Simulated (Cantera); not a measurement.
An adiabatic, constant-pressure homogeneous reactor starts with 2.78 % C3H8, 20.4 % O2, 76.8 % N2, equivalence ratio 0.68, at 1198 K and 660 Torr.

Computed with Cantera and GRI-Mech 3.0 (53 species, 325 reactions). GRI-Mech 3.0 was tuned for natural gas; its chemistry of propane as a main component is partial and can be far from experiment.

x: mole fraction; the columns are a selection and need not sum to one.

| t (s) | T (K) | x C3H8 | x O2 | x CO | x O | x CO2 | x CH4 |
|---|---|---|---|---|---|---|---|
| 2.00e-6 | 1198 | 0.0278 | 0.204 | <1e-12 | 7.95e-10 | <1e-12 | 5.05e-10 |
| 7.19e-6 | 1198 | 0.0278 | 0.204 | 5.20e-12 | 2.62e-9 | <1e-12 | [?] |
| 2.58e-5 | 1198 | 0.0278 | 0.204 | 1.51e-10 | 3.52e-9 | 2.66e-11 | [?] |
| 9.28e-5 | 1198 | 0.0278 | 0.204 | 7.73e-9 | 8.01e-9 | 1.33e-9 | [?] |
| 0.000334 | 1198 | 0.0277 | 0.204 | 8.32e-7 | 2.29e-8 | 8.19e-8 | [?] |
| 0.00120 | 1198 | 0.0270 | 0.204 | 1.99e-5 | 2.77e-8 | 6.84e-7 | [?] |
| 0.00431 | 1203 | 0.0236 | 0.202 | 0.000453 | 7.95e-8 | 5.85e-6 | [?] |
| 0.0155 | 2458 | <1e-12 | 0.0628 | 0.00900 | 0.00316 | 0.0714 | <1e-12 |
| 0.0557 | 2449 | <1e-12 | 0.0598 | 0.00880 | 0.00295 | 0.0716 | <1e-12 |
| 0.200 | 2448 | <1e-12 | 0.0594 | 0.00877 | 0.00292 | 0.0716 | <1e-12 |

Task: What belongs in the gaps?

Result: 
- 7.19e-6, x CH4: 7.00e-9
- 2.58e-5, x CH4: 1.01e-7
- 9.28e-5, x CH4: 1.44e-6
- 0.000334, x CH4: 2.05e-5
- 0.00120, x CH4: 0.000137
- 0.00431, x CH4: 0.000780
